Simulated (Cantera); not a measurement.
Cantera run:

```python
import numpy as np
import cantera as ct

gas_names = """
    C CH CH2 CH3 CH2OH CH3O CH4 CH3OH CN CO CO2 COOH C2 C2H CHCO,ketyl C2H2,acetylene C2H2,vinylidene
    CH2CO,ketene C2H3,vinyl CH3CN CH3CO,acetyl C2H4 C2H4O,ethylen CH3CHO,ethanal CH3COOH (HCOOH)2 C2H5
    C2H6 CH3OCH3 C2H5OH CCN CNC C2N2 C2O C3 C3H3,propargyl C3H4,allene C3H4,propyne C3H4,cyclo-
    C3H5,allyl C3H6,propylene C3H6,cyclo- C3H6O C3H7,n-propyl C3H7,i-propyl C3H8 C3H8O,1propanol
    C3H8O,2propanol C3O2 C4 C4H2 C4H4,1,3-cyclo- C4H6,butadiene C4H6,2-butyne C4H6,cyclo- C4H8,1-butene
    C4H8,cis2-buten C4H8,tr2-butene C4H8,isobutene C4H8,cyclo- (CH3COOH)2 C4H9,n-butyl C4H9,i-butyl
    C4H9,s-butyl C4H9,t-butyl C4H10,isobutane C4H10,n-butane C4N2 C5 C5H6,1,3cyclo- C5H8,cyclo-
    C5H10,1-pentene C5H10,cyclo- C5H11,pentyl C5H11,t-pentyl C5H12,n-pentane C5H12,i-pentane
    CH3C(CH3)2CH3 C6H2 C6H5,phenyl C6H5O,phenoxy C6H6 C6H5OH,phenol C6H10,cyclo- C6H12,1-hexene
    C6H12,cyclo- C6H13,n-hexyl C7H7,benzyl C7H8 C7H8O,cresol C7H14,1-heptene C7H15,n-heptyl
    C7H16,n-heptane C8H8,styrene C8H10,ethylbenz C8H16,1-octene C8H17,n-octyl C8H18,isooctane
    C8H18,n-octane C9H19,n-nonyl C10H8,naphthale C10H21,n-decyl C12H9,o-bipheny C12H10,bipheny H HCN HCO
    HCCN HNC HNCO HNO HNO2 HNO3 HO2 H2 HCHO,formaldehy HCOOH H2O H2O2 N NCO NH NH2 NH3 NH2OH NO NO2 NO3
    N2 N2H2 N2H4 N2O O OH O2 O3
""".split()
cond_names = """
    C(gr) C6H6(L) C7H8(L) C8H18(L),n-octa H2O(s) H2O(L)
""".split()


def load(file, names, dense=False):
    # The tables refer to 1 bar. Condensed volumes are neglected.
    table = {s.name: s for s in ct.Species.list_from_file(file)}
    out = []
    for n in names:
        d = dict(table[n].input_data)
        d["thermo"] = dict(d["thermo"], **{"reference-pressure": 1e5})
        if dense:
            d["equation-of-state"] = {"model": "constant-volume", "density": "1e6 g/cm^3"}
        out.append(ct.Species.from_dict(d))
    return out


gas = ct.Solution(thermo="ideal-gas", species=load("nasa_gas.yaml", gas_names))
cond = {s.name: ct.Solution(thermo="fixed-stoichiometry", species=[s], name=s.name)
        for s in load("nasa_condensed.yaml", cond_names, dense=True)}
atoms = {
    'CO': {'C': 1, 'O': 1},
    'H2O': {'H': 2, 'O': 1},
    'N2': {'N': 2},
}
top_T = {'C(gr)': 4500}  # K; cautious upper limits of use, not melting points


def equilibrate(T, P, feed):
    n = {}
    for name, mol in feed.items():
        for a, k in atoms[name].items():
            n[a] = n.get(a, 0.0) + k * mol
    gas.TPX = T, P, n
    mass = sum(n.values()) * gas.mean_molecular_weight
    gas.equilibrate("TP")
    valid = [c for c in cond.values() if c.min_temp <= T <= top_T.get(c.name, c.max_temp)]
    mix = ct.Mixture([(gas, mass / gas.mean_molecular_weight)] + [(c, 0.0) for c in valid])
    mix.T, mix.P = T, P
    mix.equilibrate("TP", solver="gibbs", rtol=1e-10, max_steps=50000)
    return mix


results = []
T = 623  # K
P = 220  # Pa
for m in [1.3, 3.1, 4.9, 6.6, 8.4, 10, 12, 14]:
    feed = {'CO': 1, 'H2O': 0.7, 'N2': m}  # mol
    mix = equilibrate(T, P, feed)
    results.append((T, P, feed, dict(zip(mix.species_names, mix.species_moles))))

top = {s: max(r[3][s] / sum(r[3][g] for g in gas_names) for r in results) for s in gas_names}
cols = sorted((s for s in top if top[s] > 1e-06), key=lambda s: -top[s])[:8]
seen = [c for c in cond_names if any(r[3].get(c, 0) > 1e-12 for r in results)]
print("log10 of partial pressures in bar; condensed amounts in mol")
print(f"{'n(N2)':>10s}" + "".join(f"{s[:9]:>10s}" for s in cols + seen))
for T, P, feed, n in results:
    ng = sum(n[g] for g in gas_names)
    print(f"{feed['N2']:10.4g}" + "".join(f"{np.log10(max(n[s] / ng * P / 1e5, 1e-99)):10.3f}" for s in cols)
          + "".join(f"{n.get(c, 0):10.4g}" for c in seen))
```

Output:

```
log10 of partial pressures in bar; condensed amounts in mol
     n(N2)        N2       CO2        H2       H2O        CO       CH4       NH3     C(gr)
       1.3    -2.987    -3.251    -3.427    -3.778    -4.227    -5.147    -8.180    0.2088
       3.1    -2.829    -3.468    -3.613    -4.072    -4.335    -5.519    -8.381     0.184
       4.9    -2.775    -3.611    -3.739    -4.269    -4.407    -5.770    -8.542    0.1664
       6.6    -2.749    -3.714    -3.829    -4.412    -4.459    -5.951    -8.665    0.1533
       8.4    -2.731    -3.803    -3.907    -4.533    -4.503    -6.107    -8.773    0.1416
        10    -2.721    -3.869    -3.965    -4.625    -4.536    -6.224    -8.855    0.1327
        12    -2.711    -3.940    -4.028    -4.723    -4.571    -6.350    -8.945    0.1228
        14    -2.704    -4.001    -4.083    -4.809    -4.602    -6.459    -9.023     0.114
```

These are equilibrium values from Cantera (NASA tables, ideal gas, pure condensed phases), not measurements of a reactor.
